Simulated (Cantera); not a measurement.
Charge: 1 mol Si₂Cl₆, 19 mol NH₃, 5.7 mol H₂, at 5.80 Pa.

Method: chemical equilibrium by Gibbs-energy minimisation in Cantera with the NASA 1993 tables (ideal gas, pure condensed phases). Candidate condensed phases: NH₄Cl, Si, Si₃N₄; 28 gas species. The feed counts by its element totals alone. The tables' values for SiCl, SiCl₃, SiN are old estimates; treat these amounts as uncertain. Rates play no part.

x: gas mole fraction; n: condensed amount in mol.

| T (K) | x H₂ | x H | x N₂ | x HCl | x Si | x SiCl₂ | x Cl | n Si₃N₄(s) | n Si(s) |
|---|---|---|---|---|---|---|---|---|---|
| 1148 | 0.688 | 7.80e-6 | 0.180 | 0.131 | 1.99e-11 | 0.000349 | 1.31e-6 | 0.661 | 0 |
| 1248 | 0.689 | ___ | 0.182 | 0.126 | ___ | ___ | ___ | 0.621 | 0 |
| 1348 | 0.695 | 0.000253 | 0.187 | 0.105 | 9.37e-7 | 0.0129 | 3.19e-5 | 0.469 | 0 |
| 1448 | 0.693 | 0.00101 | 0.203 | 0.0763 | 5.04e-5 | 0.0259 | 9.04e-5 | 0 | 0.783 |
| 1548 | 0.692 | 0.00336 | 0.203 | 0.0744 | 0.000548 | 0.0266 | 0.000289 | 0 | 0.717 |
| 1648 | 0.684 | 0.00967 | 0.201 | 0.0719 | 0.00444 | 0.0269 | 0.000798 | 0 | 0.483 |
| 1748 | 0.658 | 0.0243 | 0.197 | 0.0774 | 0.0179 | 0.0216 | 0.00221 | 0 | 0 |
| 1848 | 0.615 | ___ | 0.191 | 0.0923 | ___ | ___ | ___ | 0 | 0 |
| 1948 | 0.559 | 0.111 | 0.184 | 0.0940 | 0.0338 | 0.00340 | 0.0140 | 0 | 0 |
| 2048 | 0.480 | 0.204 | 0.173 | 0.0813 | 0.0347 | 0.000831 | 0.0255 | 0 | 0 |

What belongs in the gaps?


- 1848, x H: 0.0546
- 1848, x Si: 0.0279
- 1848, x SiCl₂: 0.0104
- 1848, x Cl: 0.00622
- 1248, x H: 5.09e-5
- 1248, x Si: 6.74e-9
- 1248, x SiCl₂: 0.00291
- 1248, x Cl: 7.96e-6
